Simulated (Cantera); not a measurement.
## SiH₄ + N₂O + N₂ (silicon oxide and oxynitride deposition)

A closed system holds: 1 mol SiH₄, 0.58 mol N₂O, 28 mol N₂, held at 0.100 bar.

Equilibrium computed with Cantera from the NASA thermochemical tables; the gas is ideal and each condensed phase is pure. Candidate condensed phases: H₂O, Si, SiO₂, Si₂N₂O, Si₃N₄; 35 gas species. Mutual solubility and eutectic melting of coexisting phases are not modelled. The tables' values for SiN are old estimates; treat these amounts as uncertain. The tables hold silica as quartz up to 1696 K and as liquid above; real silica turns to tridymite and cristobalite and melts near 1996 K. Rates play no part.

| T (°C) | x N₂ | x H₂ | x SiO | x H | n SiO₂(β-quartz) | n Si₂N₂O(s) | n Si₃N₄(s) | n Si(l) |
|---|---|---|---|---|---|---|---|---|
| 1202 | 0.934 | 0.0664 | 2.48e-5 | 1.06e-5 | 0.0526 | 0.473 | 0 | 0 |
| 1252 | 0.933 | 0.0664 | 9.48e-5 | 1.93e-5 | 0.0519 | 0.473 | 0 | 0 |
| 1302 | 0.933 | 0.0664 | 0.000332 | 3.39e-5 | 0.0495 | 0.470 | 0 | 0 |
| 1352 | 0.933 | 0.0663 | 0.00107 | 5.74e-5 | 0.0420 | 0.463 | 0 | 0 |
| 1402 | 0.931 | 0.0661 | 0.00323 | 9.44e-5 | 0.0201 | 0.441 | 0 | 0 |
| 1452 | 0.929 | 0.0659 | 0.00525 | 0.000151 | 0 | 0.420 | 0 | 0 |
| 1502 | 0.929 | 0.0658 | 0.00527 | 0.000235 | 0 | 0.420 | 0 | 0 |
| 1552 | 0.929 | 0.0658 | 0.00528 | 0.000357 | 0 | 0.420 | 0 | 0 |
| 1602 | 0.927 | 0.0655 | 0.00688 | 0.000531 | 0 | 0.371 | 0.0158 | 0 |
| 1652 | 0.917 | 0.0644 | 0.0178 | 0.000767 | 0 | 0.0303 | 0.128 | 0 |
| 1702 | 0.916 | 0.0636 | 0.0186 | 0.00109 | 0 | 0 | 0 | 0.406 |
| 1752 | 0.916 | 0.0633 | 0.0186 | 0.00153 | 0 | 0 | 0 | 0.395 |
x: gas mole fraction; n: condensed amount in mol.

From 1202 °C to 1402 °C the condensed part is SiO₂(β-quartz) + Si₂N₂O(s). From 1452 °C to 1552 °C the condensed part is Si₂N₂O(s). From 1602 °C to 1652 °C the condensed part is Si₂N₂O(s) + Si₃N₄(s). From 1702 °C to 1752 °C the condensed part is Si(l). The main Si-bearing gas is SiO throughout. The share of Si in condensed phases is highest at 1202 °C (99.9 %) and lowest at 1752 °C (39.5 %).
